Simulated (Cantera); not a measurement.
Charge: 1 mol LiOH, 3 mol O₂, 0.6 mol H₂, held at 2.60 bar.

These are equilibrium values from Cantera (NASA tables, ideal gas, pure condensed phases), not measurements of a reactor. Candidate condensed phases: H₂O, Li, LiH, LiOH, Li₂O; 17 gas species. Mutual solubility and eutectic melting of coexisting phases are not modelled. Condensed phases not in the tables: the peroxide. The numbers say what is thermodynamically allowed, not how fast it happens.

x: gas mole fraction; n: condensed amount in mol.

| T (K) | x O₂ | x H₂O | x LiOH | x OH | x Li₂O | n LiOH(l) | n Li₂O(s) | n Li₂O(l) |
|---|---|---|---|---|---|---|---|---|
| 948 | 0.818 | 0.182 | 8.45e-7 | 5.87e-8 | <1e-12 | 1.000 | 0 | 0 |
| 1048 | 0.818 | 0.182 | 1.15e-5 | 4.20e-7 | <1e-12 | 1.000 | 0 | 0 |
| 1148 | 0.818 | 0.182 | 9.55e-5 | 2.13e-6 | 3.08e-11 | 1.000 | 0 | 0 |
| 1248 | 0.727 | 0.272 | 0.000552 | 9.94e-6 | 1.06e-9 | 0.175 | 0.411 | 0 |
| 1348 | 0.710 | 0.288 | 0.00205 | 3.25e-5 | 2.00e-8 | 0 | 0.496 | 0 |
| 1448 | 0.708 | 0.285 | 0.00611 | 8.82e-5 | 2.46e-7 | 0 | 0.487 | 0 |
| 1548 | 0.705 | 0.279 | (withheld) | (withheld) | (withheld) | 0 | 0.468 | 0 |
| 1648 | 0.698 | 0.266 | (withheld) | (withheld) | (withheld) | 0 | (withheld) | 0 |
| 1748 | 0.686 | 0.244 | 0.0688 | 0.000824 | 7.43e-5 | 0 | 0.360 | 0 |
| 1848 | 0.667 | 0.210 | 0.120 | 0.00139 | 0.000318 | 0 | 0 | 0.250 |
| 1948 | 0.646 | 0.174 | 0.175 | 0.00217 | 0.000958 | 0 | 0 | 0.124 |
| 2048 | 0.626 | 0.141 | 0.225 | 0.00316 | 0.00224 | 0 | 0 | 0 |
| 2148 | 0.625 | 0.140 | 0.224 | 0.00492 | 0.00255 | 0 | 0 | 0 |
| 2248 | 0.623 | 0.139 | 0.223 | 0.00735 | 0.00286 | 0 | 0 | 0 |

Q: Some entries are withheld; supply them.

A: 
- 1548, x LiOH: 0.0156
- 1548, x OH: 0.000209
- 1548, x Li₂O: 2.15e-6
- 1648, x LiOH: 0.0348
- 1648, x OH: 0.000438
- 1648, x Li₂O: 1.42e-5
- 1648, n Li₂O(s): 0.430
